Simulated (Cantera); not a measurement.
Input (Python, Cantera) and output of one run.

```python
import numpy as np
import cantera as ct

gas_names = """
    B BCL BCL2 BCL3 BH BH2 BH3 BN B2 CL CL2 H HCL H2 N NH NH2 NH3 N2 N2H2 N2H4
""".split()
cond_names = """
    B(b) B(L) BN(s) NH4CL(a) NH4CL(b)
""".split()


# ... load() reads the species with a 1 bar reference pressure and builds the phases ...
atoms = {
    'BN': {'B': 1, 'N': 1},
    'HCl': {'H': 1, 'CL': 1},
}
top_T = {'BN(s)': 3200}  # K; cautious upper limits of use, not melting points


# ... equilibrate(T, P, feed) seeds the gas with the atoms and calls Mixture.equilibrate('TP', solver="vcs", rtol=1e-11, max_steps=5000) ...
results = []
feed = {'BN': 1, 'HCl': 1}  # mol
P = 100000  # Pa
for T in [900, 950, 1000, 1050, 1100, 1150, 1200, 1250, 1300, 1350, 1400, 1450, 1500]:
    mix = equilibrate(T, P, feed)
    results.append((T, P, feed, dict(zip(mix.species_names, mix.species_moles))))
    x = sorted(zip(gas.X, gas.species_names), reverse=True)
    print(f"T = {T:g} K  P = {P:g} Pa  gas = {mix.phase_moles(0):.4g} mol")
    print("   x: " + "  ".join(f"{s} {v:.3e}" for v, s in x if v > 1e-05))
    print("   condensed (mol): " + ("  ".join(f"{mix.phase(i).name} {mix.phase_moles(i):.4g}"
          for i in range(1, mix.n_phases) if mix.phase_moles(i) > 1e-12) or "none"))
```

It prints:

```
T = 900 K  P = 100000 Pa  gas = 1 mol
   x: HCL 9.834e-01  H2 8.295e-03  BCL3 5.530e-03  N2 2.765e-03
   condensed (mol): BN(s) 0.9945
T = 950 K  P = 100000 Pa  gas = 1 mol
   x: HCL 9.776e-01  H2 1.121e-02  BCL3 7.472e-03  N2 3.736e-03
   condensed (mol): BN(s) 0.9925
T = 1000 K  P = 100000 Pa  gas = 1 mol
   x: HCL 9.707e-01  H2 1.467e-02  BCL3 9.782e-03  N2 4.891e-03
   condensed (mol): BN(s) 0.9902
T = 1050 K  P = 100000 Pa  gas = 1 mol
   x: HCL 9.626e-01  H2 1.869e-02  BCL3 1.246e-02  N2 6.231e-03
   condensed (mol): BN(s) 0.9875
T = 1100 K  P = 100000 Pa  gas = 1 mol
   x: HCL 9.535e-01  H2 2.325e-02  BCL3 1.550e-02  N2 7.751e-03
   condensed (mol): BN(s) 0.9845
T = 1150 K  P = 100000 Pa  gas = 1 mol
   x: HCL 9.434e-01  H2 2.832e-02  BCL3 1.888e-02  N2 9.441e-03
   condensed (mol): BN(s) 0.9811
T = 1200 K  P = 100000 Pa  gas = 1 mol
   x: HCL 9.323e-01  H2 3.387e-02  BCL3 2.258e-02  N2 1.129e-02
   condensed (mol): BN(s) 0.9774
T = 1250 K  P = 100000 Pa  gas = 1 mol
   x: HCL 9.203e-01  H2 3.985e-02  BCL3 2.657e-02  N2 1.328e-02
   condensed (mol): BN(s) 0.9734
T = 1300 K  P = 100000 Pa  gas = 1 mol
   x: HCL 9.076e-01  H2 4.620e-02  BCL3 3.080e-02  N2 1.540e-02
   condensed (mol): BN(s) 0.9692
T = 1350 K  P = 100000 Pa  gas = 1 mol
   x: HCL 8.942e-01  H2 5.288e-02  BCL3 3.525e-02  N2 1.763e-02
   condensed (mol): BN(s) 0.9647
T = 1400 K  P = 100000 Pa  gas = 1 mol
   x: HCL 8.803e-01  H2 5.982e-02  BCL3 3.988e-02  N2 1.994e-02  CL 1.442e-05
   condensed (mol): BN(s) 0.9601
T = 1450 K  P = 100000 Pa  gas = 1 mol
   x: HCL 8.660e-01  H2 6.698e-02  BCL3 4.464e-02  N2 2.232e-02  CL 2.578e-05  BCL2 1.137e-05
   condensed (mol): BN(s) 0.9554
T = 1500 K  P = 100000 Pa  gas = 1 mol
   x: HCL 8.514e-01  H2 7.429e-02  BCL3 4.950e-02  N2 2.476e-02  CL 4.432e-05  BCL2 2.513e-05
   condensed (mol): BN(s) 0.9505
```

Equilibrium computed with Cantera from the NASA thermochemical tables; the gas is ideal and each condensed phase is pure. The tables' values for BCl2 are old estimates; treat these amounts as uncertain. Gases not in the tables: BHCl2.
